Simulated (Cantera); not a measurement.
Charge: 1 mol SiCl₄, 2.3 mol HCl, 33 mol H₂, equilibrated at 1475 K and 1.33 mbar.

Equilibrium computed with Cantera from the NASA thermochemical tables; the gas is ideal and each condensed phase is pure. The tables' values for SiCl₃ are old estimates; treat these amounts as uncertain. Rates play no part.

```csv
species,before,after
H₂,0.858,0.851
HCl,0.115,0.116
SiCl₂,0.0264,0.0258
H,0.000329,0.00577
Si,2.35e-6,0.000538
SiH,2.84e-7,2.41e-5
SiCl₄,1.59e-5,3.93e-7
SiCl,9.66e-6,0.000293
SiHCl₃,1.12e-5,6.36e-7
Cl,3.57e-5,0.000605
```
Gas species are given as mole fractions.

Task: Name the change that produced these shifts.
(A) temperature from 1475 K to 1748 K
(B) temperature from 1475 K to 1098.15 K
(C) SiCl₄ replaced by SiH₄
(D) temperature from 1475 K to 825 K

Result: A, temperature from 1475 K to 1748 K. The tables' values for SiCl, SiCl₃ are old estimates; treat these amounts as uncertain
